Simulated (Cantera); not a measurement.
Cantera with NASA thermochemical tables; ideal gases at 1 bar, condensed phases pure. Values are per mole of reaction as written; species without (g) are pure solids or liquids, kept so even where they would boil at 1 bar.

Q: Between 300 and 2075 K, where is each reaction favourable under standard conditions?
- 6 Cl(g) + 3 Li2O = O3(g) + 6 LiCl(g)

A: 
- 6 Cl(g) + 3 Li2O = O3(g) + 6 LiCl(g): ΔG° is -88 kJ at 300 K and -592 kJ at 2075 K; it stays negative (K > 1). ΔH° is -343 kJ and ΔS° 120 J/K at 2075 K.
